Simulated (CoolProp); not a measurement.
The numbers come from the reference Helmholtz-energy equation of state, Lemmon 2016 in CoolProp.

For R227EA, give the phase and the cp (kJ/(kg K)), viscosity (µPa s), Prandtl number at 406.2 K and 0.161 MPa; 297.7 K and 0.31 MPa; 202.5 K and 0.0803 MPa.


- 406.2 K and 0.161 MPa: gas; cp 0.962, viscosity 15.8, Prandtl number 0.698
- 297.7 K and 0.31 MPa: gas; cp 0.854, viscosity 11.5, Prandtl number 0.735
- 202.5 K and 0.0803 MPa: liquid; cp 0.991, viscosity 933, Prandtl number 11.2

Viscosity comes from a separate model (Huber 2003), an estimate that may be off by 10 % or more. Thermal conductivity comes from a separate model (Huber 2003), an estimate that may be off by 10 % or more.
